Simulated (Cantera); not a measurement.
Charge: 1 mol H2O, 0.43 mol O2, equilibrated at 98.0 Pa.

These are equilibrium values from Cantera (NASA tables, ideal gas, pure condensed phases), not measurements of a reactor. Candidate condensed phases: H2O; 9 gas species. Equilibrium is a limit: real reactors are often held back by kinetics, nucleation or transport.

x: gas mole fraction; nothing condenses.

```json
[
 {"T (°C)": "1250", "x H2O": "0.698", "x O2": "0.300", "x OH": "0.00156", "x H2": "0.000104"},
 {"T (°C)": "1300", "x H2O": "0.697", "x O2": "0.300", "x OH": "0.00234", "x H2": "0.000195"},
 {"T (°C)": "1350", "x H2O": "0.696", "x O2": "0.299", "x OH": "0.00343", "x H2": "0.000352"},
 {"T (°C)": "1400", "x H2O": "0.695", "x O2": "0.299", "x OH": "(withheld)", "x H2": "(withheld)"},
 {"T (°C)": "1450", "x H2O": "0.693", "x O2": "0.298", "x OH": "0.00689", "x H2": "0.00103"},
 {"T (°C)": "1500", "x H2O": "0.690", "x O2": "0.297", "x OH": "(withheld)", "x H2": "(withheld)"},
 {"T (°C)": "1550", "x H2O": "0.685", "x O2": "0.296", "x OH": "0.0128", "x H2": "0.00268"},
 {"T (°C)": "1600", "x H2O": "0.680", "x O2": "0.294", "x OH": "0.0169", "x H2": "0.00415"}
]
```

Complete the blanks.


- 1500, x OH: 0.00946
- 1500, x H2: 0.00169
- 1400, x OH: 0.00491
- 1400, x H2: 0.000613
